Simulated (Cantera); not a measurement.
Mixture: H2 : O2 : N2 = 1 : 0.5 : 1.88 (molar parts), equivalence ratio 1.0, at 7500 Torr, adiabatic and at constant pressure. Ignition delay is the time to a rise of 400 K.

Model: the H2/O2 subset of GRI-Mech 3.0, which has no nitrogen chemistry, integrated in Cantera. The hydrogen kinetics of GRI-Mech 3.0 are dated; newer H2 mechanisms differ, most at raised pressure. Where the delays flatten at high temperature, the 400 K rule measures the pace of heat release, not the induction time.

Problem. Predict: delay at 1075 K; delay at 1225 K; delay at 1375 K; delay at 1525 K; delay at 1675 K; apparent activation energy between 1525 and 1675 K.

Solution. 
```
Item                                                   Result
--------------------------------------------------  ---------
delay at 1075 K                                       1.56 ms
delay at 1225 K                                       25.2 µs
delay at 1375 K                                       2.70 µs
delay at 1525 K                                       1.34 µs
delay at 1675 K                                      0.865 µs
apparent activation energy between 1525 and 1675 K  62 kJ/mol
```
